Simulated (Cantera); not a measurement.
## Equilibrium for silicon nitride deposition: SiF₄ + NH₃ + H₂

Input: 1 mol SiF₄, a varied amount of NH₃, 3.9 mol H₂, at 1425 K and 1200 Pa.

These are equilibrium values from Cantera (NASA tables, ideal gas, pure condensed phases), not measurements of a reactor. Candidate condensed phases: Si, Si₃N₄; 37 gas species. The tables' values for SiF₃, SiF₂ are old estimates; treat these amounts as uncertain. Equilibrium is a limit: real reactors are often held back by kinetics, nucleation or transport.

| n(NH₃) (mol) | x H₂ | x N₂ | x SiF₄ | x HF | x SiF₃ | x SiHF₃ | x SiF₂ | x H | n Si₃N₄(s) |
|---|---|---|---|---|---|---|---|---|---|
| 6.2 | 0.756 | 0.179 | 0.0502 | 0.00789 | 0.00568 | 0.00134 | 0.000421 | 5.41e-5 | 0 |
| 9.5 | 0.753 | 0.198 | 0.0355 | 0.00670 | 0.00473 | 0.00111 | 0.000412 | 5.40e-5 | 0 |
| 13 | 0.752 | 0.210 | 0.0268 | 0.00587 | 0.00408 | 0.000956 | 0.000405 | 5.40e-5 | 0 |
| 16 | 0.751 | 0.216 | 0.0221 | 0.00551 | 0.00358 | 0.000840 | 0.000379 | 5.40e-5 | 0.000922 |
| 19 | 0.751 | 0.221 | 0.0188 | 0.00531 | 0.00316 | 0.000741 | 0.000347 | 5.40e-5 | 0.00245 |
| 22 | 0.750 | 0.224 | 0.0163 | 0.00514 | 0.00284 | 0.000664 | 0.000322 | 5.39e-5 | 0.00395 |
| 26 | 0.750 | 0.228 | 0.0138 | 0.00494 | 0.00250 | 0.000585 | 0.000294 | 5.39e-5 | 0.00591 |
| 29 | 0.750 | 0.230 | 0.0124 | 0.00481 | 0.00230 | 0.000538 | 0.000278 | 5.39e-5 | 0.00735 |
x: gas mole fraction; n: condensed amount in mol.

From 6.2 mol NH₃ to 13 mol NH₃ nothing is condensed. From 16 mol NH₃ to 29 mol NH₃ the condensed part is Si₃N₄(s). The main Si-bearing gas is SiF₄ throughout.
